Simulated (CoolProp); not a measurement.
A simple Rankine cycle with propyne: condensing at 303.15 K, boiler at 4.07 MPa, turbine inlet 423.9 K, turbine efficiency 0.9, pump efficiency 0.6, no recuperator. Each further row changes one setting.

Computed with CoolProp (reference Helmholtz-energy equation of state, Polt 1992). This equation is an older, rougher fit; its heat capacities, sound speeds and derivatives of the liquid may be far off and weren't checked against measurements.

```tsv
case	thermal efficiency (%)	net work (kJ/kg)	heat in (kJ/kg)	turbine exit temperature (K)	volume ratio over the turbine
as stated	15.8	96.0	608	332.3	5.77
turbine inlet 443.9 K	16.1	106	658	354.1	5.66
condensing temperature 295.15 K	17.3	108	627	322.6	7.13
boiler pressure 2.85 MPa	13.5	86.3	638	354.1	3.96
turbine efficiency 0.8	13.9	84.3	608	338.7	5.92
```
